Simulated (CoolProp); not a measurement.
Vapour-liquid equilibrium of toluene (1) + n-decane (2) at 372 K; x and y are mole fractions of (1).

Model: multi-fluid Helmholtz-energy mixture model, Lemmon 2006 and Lemmon 2006; pair parameters Bell 2016, in CoolProp.

### Question
Give the bubble pressure and the first vapour's composition at x = 0.2, 0.8, 0.95. Is there an azeotrope?

### Answer
x = 0.2: 0.02298 MPa, y = 0.679; x = 0.8: 0.06013 MPa, y = 0.963; x = 0.95: 0.06869 MPa, y = 0.991. No azeotrope shows between x = 0.05 and 0.95.

Pair parameters are fitted to limited data, so mixtures are less certain than the pure fluids.
